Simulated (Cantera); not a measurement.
**Adiabatic ignition**

An adiabatic, constant-pressure homogeneous reactor starts with H₂ : O₂ : N₂ = 1 : 0.208 : 0.783 (molar parts), equivalence ratio 2.4, at 1400 K and 750 Torr.

Model: the H2/O2 subset of GRI-Mech 3.0, which has no nitrogen chemistry, integrated in Cantera.

```csv
t (s),T (K),x H₂,x O₂,x O,x HO₂,x H₂O
2.00e-6,1400,0.502,0.104,2.10e-8,1.90e-7,1.77e-7
4.85e-6,1400,0.502,0.104,1.87e-7,5.52e-7,2.71e-6
1.18e-5,1400,0.502,0.104,1.84e-5,1.23e-5,0.000315
2.85e-5,1866,0.241,0.00143,0.00399,9.72e-7,0.199
6.91e-5,2280,0.278,0.000646,0.00204,4.29e-7,0.209
0.000168,2525,0.298,0.000256,0.000850,2.24e-7,0.217
0.000406,2650,0.308,0.000113,0.000385,1.19e-7,0.222
0.000985,2675,0.310,9.11e-5,0.000312,9.84e-8,0.224
0.00239,2675,0.310,9.08e-5,0.000311,9.80e-8,0.224
0.00579,2675,0.310,9.08e-5,0.000311,9.80e-8,0.224
0.0140,2675,0.310,9.08e-5,0.000311,9.80e-8,0.224
0.0340,2675,0.310,9.08e-5,0.000311,9.80e-8,0.224
0.0825,2675,0.310,9.08e-5,0.000311,9.80e-8,0.224
0.200,2675,0.310,9.08e-5,0.000311,9.80e-8,0.224
```
x: mole fraction; the columns are a selection and need not sum to one.

| Property | Result |
|---|---|
| time of steepest temperature rise | 21.5 µs |
| temperature at 0.200 s | 2675 K |
| equilibrium temperature | 2675 K |
| x(H₂) at 0.200 s | 0.310 (gas-phase equilibrium 0.310) |
| x(O₂) at 0.200 s | 9.08e-5 (gas-phase equilibrium 9.08e-5) |
| x(O) at 0.200 s | 0.000311 (gas-phase equilibrium 0.000311) |
